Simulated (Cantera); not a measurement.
Charge: 1 mol SiHCl3, 0.018 mol Cl2, 41 mol N2, equilibrated at 13.3 mbar.

Equilibrium computed with Cantera from the NASA thermochemical tables; the gas is ideal and each condensed phase is pure. Candidate condensed phases: NH4Cl, Si, Si3N4; 28 gas species. N2 is the only nitrogen source here; it is nearly inert below about 1500 K, so the nitride shown seldom forms there in practice. Kinetics and transport are ignored.

Over these rows the condensed part is Si3N4(s). Partial pressures as log10 of bar:

```json
[
 {"T (K)": "950", "1000/T (1/K)": "1.0526", "log p SiCl2": "-8.73", "log p N2": "-1.89", "log p HCl": "-3.55", "log p SiCl4": "-3.77"},
 {"T (K)": "1050", "1000/T (1/K)": "0.9524", "log p SiCl2": "-7.26", "log p N2": "-1.89", "log p HCl": "-3.54", "log p SiCl4": "-3.78"},
 {"T (K)": "1150", "1000/T (1/K)": "0.8696", "log p SiCl2": "-6.05", "log p N2": "-1.89", "log p HCl": "-3.53", "log p SiCl4": "-3.79"},
 {"T (K)": "1250", "1000/T (1/K)": "0.8000", "log p SiCl2": "-5.05", "log p N2": "-1.89", "log p HCl": "-3.53", "log p SiCl4": "-3.82"},
 {"T (K)": "1350", "1000/T (1/K)": "0.7407", "log p SiCl2": "?", "log p N2": "-1.89", "log p HCl": "-3.54", "log p SiCl4": "-3.95"},
 {"T (K)": "1450", "1000/T (1/K)": "0.6897", "log p SiCl2": "-3.73", "log p N2": "-1.89", "log p HCl": "-3.55", "log p SiCl4": "-4.40"}
]
```

Question: Fit log p(SiCl2) = a + b·(1000/T) to the five rows, give the apparent enthalpy, and predict the row at 1350 K.

Answer: Means: 1000/T = 0.8729, log p = -6.164. Sxy = -1.075738, Sxx = 0.0774999, so b = -13.88 and a = -6.164 − (-13.88)×0.8729 = 5.95.
Apparent enthalpy: −19.145 × (-13.88) = 266 kJ/mol. With the condensed phases at unit activity, 1/6 Si3N4(s) + 1/2 SiCl4(g) = SiCl2(g) + 1/3 N2(g) links this pressure to the main gases: over the six rows their terms move log p by -0.32 in all, so the slope isn't that reaction's ΔH° alone. The five rows lie within 0.11 of the line; that is curvature, so one enthalpy describes this range poorly.
Prediction at 1350 K: 5.95 + (-13.88)×0.7407 = -4.33. The computed value is -4.25, 0.08 from the line.
